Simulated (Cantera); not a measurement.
A closed system holds: 1 mol MgO, 1.9 mol Br2, 0.29 mol N2, held at 43.0 mbar.

Method: chemical equilibrium by Gibbs-energy minimisation in Cantera with the NASA 1993 tables (ideal gas, pure condensed phases). Candidate condensed phases: Br2, Mg, MgBr2, MgO; 17 gas species. Kinetics and transport are ignored.

Q: What share of the Mg ends up in condensed phases as a function of T (K), at 1300, 1325, 1350, 1375, 1400, 1425, 1450, 1475, 1500, 1525, 1550, 1575?

A: 
| T (K) | Mg condensed (%) | as |
|---|---|---|
| 1300 | 98.8 | MgO(s) |
| 1325 | 98.4 | MgO(s) |
| 1350 | 98.0 | MgO(s) |
| 1375 | 97.4 | MgO(s) |
| 1400 | 96.8 | MgO(s) |
| 1425 | 96.0 | MgO(s) |
| 1450 | 95.2 | MgO(s) |
| 1475 | 94.3 | MgO(s) |
| 1500 | 93.3 | MgO(s) |
| 1525 | 92.3 | MgO(s) |
| 1550 | 91.3 | MgO(s) |
| 1575 | 90.2 | MgO(s) |
